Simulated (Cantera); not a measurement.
What does this Cantera script print?

```python
import numpy as np
import cantera as ct

gas_names = """
    B BN BO BO2 B2 B2O B2O2 B2O3 N NO NO2 NO3 N2 N2O O O2 O3
""".split()
cond_names = """
    B(b) B(L) BN(s) B2O3(L)
""".split()


# ... load() reads the species with a 1 bar reference pressure and builds the phases ...
atoms = {
    'B': {'B': 1},
    'O2': {'O': 2},
    'N2': {'N': 2},
}
top_T = {'BN(s)': 3200}  # K; cautious upper limits of use, not melting points


# ... equilibrate(T, P, feed) seeds the gas with the atoms and calls Mixture.equilibrate('TP', solver="vcs", rtol=1e-11, max_steps=5000) ...
results = []
feed = {'B': 1, 'O2': 0.29, 'N2': 110}  # mol
P = 2300  # Pa
for T in [773, 848, 923, 998, 1073, 1148, 1223, 1298, 1373, 1448, 1523, 1598, 1673, 1748]:
    mix = equilibrate(T, P, feed)
    results.append((T, P, feed, dict(zip(mix.species_names, mix.species_moles))))

top = {s: max(r[3][s] / sum(r[3][g] for g in gas_names) for r in results) for s in gas_names}
cols = sorted((s for s in top if top[s] > 1e-06), key=lambda s: -top[s])[:5]
seen = [c for c in cond_names if any(r[3].get(c, 0) > 1e-12 for r in results)]
print("log10 of partial pressures in bar; condensed amounts in mol")
print(f"{'T/K':>10s}" + "".join(f"{s[:9]:>10s}" for s in cols + seen))
for T, P, feed, n in results:
    ng = sum(n[g] for g in gas_names)
    print(f"{T:10.4g}" + "".join(f"{np.log10(max(n[s] / ng * P / 1e5, 1e-99)):10.3f}" for s in cols)
          + "".join(f"{n.get(c, 0):10.4g}" for c in seen))
```

Output:

```
log10 of partial pressures in bar; condensed amounts in mol
       T/K        N2      B2O3      B2O2        BO     BN(s)   B2O3(L)
       773    -1.638   -17.648   -23.671   -22.985    0.6133    0.1933
       848    -1.638   -15.227   -20.448   -20.020    0.6133    0.1933
       923    -1.638   -13.215   -17.759   -17.545    0.6133    0.1933
       998    -1.638   -11.517   -15.484   -15.447    0.6133    0.1933
      1073    -1.638   -10.064   -13.533   -13.647    0.6133    0.1933
      1148    -1.638    -8.810   -11.844   -12.087    0.6133    0.1933
      1223    -1.638    -7.716   -10.368   -10.723    0.6133    0.1932
      1298    -1.638    -6.754    -9.067    -9.519    0.6133    0.1925
      1373    -1.638    -5.902    -7.913    -8.450    0.6133    0.1873
      1448    -1.638    -5.143    -6.882    -7.494    0.6129    0.1586
      1523    -1.639    -4.463    -5.955    -6.635    0.6094   0.02478
      1598    -1.639    -4.420    -5.499    -6.048    0.6018         0
      1673    -1.639    -4.460    -5.138    -5.542    0.5856         0
      1748    -1.639    -4.550    -4.843    -5.098    0.5549         0
```

Method: chemical equilibrium by Gibbs-energy minimisation in Cantera with the NASA 1993 tables (ideal gas, pure condensed phases). N2 is the only nitrogen source here; it is nearly inert below about 1500 K, so the nitride shown seldom forms there in practice. Mutual solubility and eutectic melting of coexisting phases are not modelled.
